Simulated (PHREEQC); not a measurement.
A solution holds 0.21 mol/kgw HF, 0.0043 mol/kgw NH4HF2 and 0.24 mol/kgw H2SO4, at 25 °C. Closed to the air; pH follows from the charge balance.

All values are PHREEQC results (ion-association model, phreeqc.dat), not measurements.

Question: The ionic strength comes out as 0.302 mol/kgw. What activity coefficients do NH4+, F-, NH4SO4-, H+, HSO4- get?

Answer: NH4+ 0.64, F- 0.67, NH4SO4- 0.73, H+ 0.78, HSO4- 0.73.

Precipitation was switched off in this run.
